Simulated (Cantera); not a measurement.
Input: 1 mol SiHCl3, 43 mol N2, at 1200 K and 1000 Pa.

These are equilibrium values from Cantera (NASA tables, ideal gas, pure condensed phases), not measurements of a reactor. Candidate condensed phases: NH4Cl, Si, Si3N4; 28 gas species. N2 is the only nitrogen source here; it is nearly inert below about 1500 K, so the nitride shown seldom forms there in practice. The tables' values for SiCl3 are old estimates; treat these amounts as uncertain. The numbers say what is thermodynamically allowed, not how fast it happens.

Base state: N2 0.966, HCl 0.0211, SiCl4 0.0111, H2 0.000781, SiCl3 0.000591, SiCl2 0.000276, SiHCl3 1.12e-5 (mole fractions); condensed: Si3N4(s).

Task: What changes in the equilibrium state with this change: SiHCl3 replaced by Si2H6?

Result: 
```
species          before   after
-------------  --------  ------
N2                0.966   0.933
H2             0.000781  0.0672
HCl              0.0211       0
SiCl4            0.0111       0
SiCl3          0.000591       0
SiCl2          0.000276       0
SiHCl3          1.12e-5       0
Si3N4(s), mol     0.157   0.667
```
The feed counts by its element totals alone.
